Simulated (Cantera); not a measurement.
A perfectly stirred reactor is fed with CO : H₂ : O₂ : N₂ = 1 : 0.16 : 1.32 : 4.96 (molar parts), equivalence ratio 0.44, at 3450 Torr; it is adiabatic with a 798 K inlet, and is followed from long to short residence time, starting on the burning branch (τ in s: 0.023, 0.011, 0.0047, 0.0021, 0.00096, 0.00043, 0.00019, 8.7e-05, 3.9e-05, 1.8e-05, 8e-06, 3.6e-06).

Model: GRI-Mech 3.0 (53 species, 325 reactions), integrated in Cantera. The hydrogen kinetics of GRI-Mech 3.0 are dated; newer H2 mechanisms differ, most at raised pressure.

### Question
What does this change do: inlet temperature 798 to 300 K?

### Answer
```tsv
quantity	before	after
blow-out, bracketed by the residence times tried	burning at 87.0 µs, out at 39.0 µs	burning at 0.960 ms, out at 0.430 ms
x(CO) at τ = 23.0 ms	0.00135	0.00155
x(H₂) at τ = 23.0 ms	3.52e-5	3.00e-5
x(O₂) at τ = 23.0 ms	0.108	0.108
x(NO) at τ = 23.0 ms	0.000296	2.23e-5
x(OH) at τ = 23.0 ms	0.00103	0.000362
x(CO) at τ = 0.190 ms	0.0244	0.134
x(H₂) at τ = 0.190 ms	0.000497	0.0215
x(O₂) at τ = 0.190 ms	0.116	0.177
x(NO) at τ = 0.190 ms	3.52e-5	<1e-12
x(OH) at τ = 0.190 ms	0.00271	<1e-12
```

### Question
What does this change do: pressure from 3450 Torr to 2030 Torr?

### Answer
| quantity | before | after |
|---|---|---|
| blow-out, bracketed by the residence times tried | burning at 87.0 µs, out at 39.0 µs | burning at 87.0 µs, out at 39.0 µs |
| x(CO) at τ = 23.0 ms | 0.00135 | 0.00220 |
| x(H₂) at τ = 23.0 ms | 3.52e-5 | 6.13e-5 |
| x(O₂) at τ = 23.0 ms | 0.108 | 0.108 |
| x(NO) at τ = 23.0 ms | 0.000296 | 0.000301 |
| x(OH) at τ = 23.0 ms | 0.00103 | 0.00138 |
| x(CO) at τ = 0.190 ms | 0.0244 | 0.0336 |
| x(H₂) at τ = 0.190 ms | 0.000497 | 0.000745 |
| x(O₂) at τ = 0.190 ms | 0.116 | 0.119 |
| x(NO) at τ = 0.190 ms | 3.52e-5 | 2.74e-5 |
| x(OH) at τ = 0.190 ms | 0.00271 | 0.00297 |
